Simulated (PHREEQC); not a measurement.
Solution (25 °C): 4.1 mmol/kgw NaOH, 0.35 mmol/kgw CO2 and 4.2 mmol/kgw Na2CO3. Closed to the air; pH follows from the charge balance.

Model: Pitzer model, pitzer.dat, run in PHREEQC.

Each row changes one thing in this solution. Precipitation was switched off in this run.

| case | pH | ionic strength (mol/kgw) | CO3-2 (mol/kgw) | HCO3- (mol/kgw) | CO2 (mol/kgw) |
|---|---|---|---|---|---|
| as made | 11.49 | 0.0169 | 0.00436 | 0.000194 | 1.28e-9 |
| diluted 10-fold with water | 10.65 | 0.00157 | 0.000320 | 0.000135 | 6.39e-9 |
| temperature from 25 to 65 °C | 10.49 | 0.0160 | 0.00354 | 0.00101 | 5.87e-8 |
| Na2CO3 from 0.0042 to 0.00084 mol/kgw | 11.49 | 0.00691 | 0.00113 | 5.78e-5 | 3.89e-10 |
| NaOH from 0.0041 to 0.00082 mol/kgw | [?] | 0.0130 | 0.00381 | 0.000739 | 2.02e-8 |
| Na2CO3 from 0.0042 to 0.021 mol/kgw | 11.51 | [?] | 0.0207 | 0.000660 | 3.94e-9 |
| temperature from 25 to 10 °C | 12.02 | [?] | 0.00446 | 8.57e-5 | 2.21e-10 |
| diluted 2-fold with water | 11.23 | [?] | 0.00208 | 0.000192 | 2.36e-9 |
| NaOH from 0.0041 to 0.00451 mol/kgw | [?] | 0.0173 | 0.00438 | 0.000175 | 1.04e-9 |

### Question
Some entries are withheld; supply them.

### Answer

- NaOH from 0.0041 to 0.00082 mol/kgw, pH: 10.88
- Na2CO3 from 0.0042 to 0.021 mol/kgw, ionic strength (mol/kgw): 0.0668
- temperature from 25 to 10 °C, ionic strength (mol/kgw): 0.0170
- diluted 2-fold with water, ionic strength (mol/kgw): 0.00833
- NaOH from 0.0041 to 0.00451 mol/kgw, pH: 11.54

Away from 25 °C the constants follow the database's enthalpies or fits; those with neither stay at their 25 °C values.
